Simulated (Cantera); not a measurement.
Input (Python, Cantera) and output of one run.

```python
import numpy as np
import cantera as ct

gas_names = """
    C CO CO2 C2 C2O C3 C3O2 C4 C5 O O2 O3 Si SiC SiC2 SiO SiO2 Si2 Si2C Si3
""".split()
cond_names = """
    C(gr) Si(cr) Si(L) SiC(b) SiO2(Lqz) SiO2(hqz) SiO2(L)
""".split()


def load(file, names, dense=False):
    # The tables refer to 1 bar. Condensed volumes are neglected.
    table = {s.name: s for s in ct.Species.list_from_file(file)}
    out = []
    for n in names:
        d = dict(table[n].input_data)
        d["thermo"] = dict(d["thermo"], **{"reference-pressure": 1e5})
        if dense:
            d["equation-of-state"] = {"model": "constant-volume", "density": "1e6 g/cm^3"}
        out.append(ct.Species.from_dict(d))
    return out


gas = ct.Solution(thermo="ideal-gas", species=load("nasa_gas.yaml", gas_names))
cond = {s.name: ct.Solution(thermo="fixed-stoichiometry", species=[s], name=s.name)
        for s in load("nasa_condensed.yaml", cond_names, dense=True)}
atoms = {
    'SiO2': {'Si': 1, 'O': 2},
    'CO': {'C': 1, 'O': 1},
}
top_T = {'C(gr)': 4500, 'SiC(b)': 3050}  # K; cautious upper limits of use, not melting points


def equilibrate(T, P, feed):
    n = {}
    for name, mol in feed.items():
        for a, k in atoms[name].items():
            n[a] = n.get(a, 0.0) + k * mol
    gas.TPX = T, P, n
    mass = sum(n.values()) * gas.mean_molecular_weight
    gas.equilibrate("TP")
    valid = [c for c in cond.values() if c.min_temp <= T <= top_T.get(c.name, c.max_temp)]
    mix = ct.Mixture([(gas, mass / gas.mean_molecular_weight)] + [(c, 0.0) for c in valid])
    mix.T, mix.P = T, P
    mix.equilibrate("TP", solver="vcs", rtol=1e-11, max_steps=5000)
    return mix


results = []
feed = {'SiO2': 1, 'CO': 18}  # mol
T = 1323  # K
P = 133.322  # Pa
mix = equilibrate(T, P, feed)
results.append((T, P, feed, dict(zip(mix.species_names, mix.species_moles))))
print(gas.report(threshold=1e-05))
for i in range(1, mix.n_phases):
    print(f"{mix.phase(i).name:16s} {mix.phase_moles(i):12.5e} mol")
```

Output:

```
       temperature   1323 K
          pressure   133.32 Pa
           density   0.0003395 kg/m^3
  mean mol. weight   28.011 kg/kmol
   phase of matter   gas

                          1 kg             1 kmol
                     ---------------   ---------------
          enthalpy       -2.7812e+06       -7.7904e+07  J
   internal energy       -3.1739e+06       -8.8904e+07  J
           entropy             10677        2.9908e+05  J/K
    Gibbs function       -1.6907e+07       -4.7358e+08  J
 heat capacity c_p            1233.3             34545  J/K
 heat capacity c_v            936.44             26231  J/K

                      mass frac. Y      mole frac. X     chem. pot. / RT
                     ---------------   ---------------   ---------------
                CO           0.99986           0.99991            -43.05
               CO2        7.1039e-05        4.5216e-05           -81.987
               SiO         7.116e-05        4.5216e-05               -54
     [  +17 minor]        7.3482e-12        4.1639e-12

C(gr)             0.00000e+00 mol
Si(cr)            0.00000e+00 mol
SiC(b)            0.00000e+00 mol
SiO2(hqz)         9.99186e-01 mol
```

Cantera equilibrium calculation (NASA polynomials, part measured and part estimated; ideal gas, pure solids and liquids). The tables hold silica as quartz up to 1696 K and as liquid above; real silica turns to tridymite and cristobalite and melts near 1996 K.
